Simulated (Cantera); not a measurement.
A perfectly stirred reactor is fed with H2 : O2 : N2 = 0.9 : 1 : 4.2 (molar parts), equivalence ratio 0.45, at 0.197 atm; it is held at 1300 K, and followed from long to short residence time.

Model: the H2/O2 subset of GRI-Mech 3.0, which has no nitrogen chemistry, integrated in Cantera. The temperature is held fixed by assumption; the heat of reaction is taken as removed at once.

### Question
Predict: x(H2) at τ = 0.470 s; x(O2) at τ = 0.470 s; x(H2O2) at τ = 0.470 s; x(O) at τ = 0.470 s; x(HO2) at τ = 0.470 s; x(H2) at τ = 28.0 ms; x(O2) at τ = 28.0 ms; x(H2O2) at τ = 28.0 ms; x(O) at τ = 28.0 ms; x(HO2) at τ = 28.0 ms.

### Answer
```
Item                      Result
----------------------  --------
x(H2) at τ = 0.470 s    0.000252
x(O2) at τ = 0.470 s      0.0972
x(H2O2) at τ = 0.470 s   3.68e-7
x(O) at τ = 0.470 s     0.000179
x(HO2) at τ = 0.470 s    4.03e-6
x(H2) at τ = 28.0 ms     0.00156
x(O2) at τ = 28.0 ms      0.0971
x(H2O2) at τ = 28.0 ms   9.43e-7
x(O) at τ = 28.0 ms      0.00117
x(HO2) at τ = 28.0 ms    1.08e-5
```
